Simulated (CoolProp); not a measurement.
Saturated liquid density (kg/m³) of R113: the reference equation beside estimates from Tc = 487.2 K, pc = 3.392 MPa, ω = 0.253.

The numbers come from the reference Helmholtz-energy equation of state, Marx 1992 in CoolProp.

| T (K) | reference | van der Waals | Redlich-Kwong |
|---|---|---|---|
| 320.3 | … | 927.6 | 1355 |
| 334.9 | … | 905.4 | 1316 |
| 349.5 | 1434 | 881.8 | 1274 |
| 364.1 | 1394 | 856.9 | 1229 |
| 378.7 | 1352 | … | 1182 |
| 393.3 | 1307 | 801.5 | … |
| 407.9 | 1259 | 770.4 | … |
| 422.5 | 1205 | 736.0 | 1012 |
| 437.1 | 1145 | 697.4 | … |

### Question
Complete the blanks.

### Answer

- 320.3, reference: 1509
- 334.9, reference: 1473
- 378.7, van der Waals: 830.2
- 393.3, Redlich-Kwong: 1130
- 407.9, Redlich-Kwong: 1074
- 437.1, Redlich-Kwong: 942.6

Absolute difference from the reference over all 9 rows, mean and median: van der Waals 38.7 and 38.6 %, Redlich-Kwong 13.2 and 12.6 %.
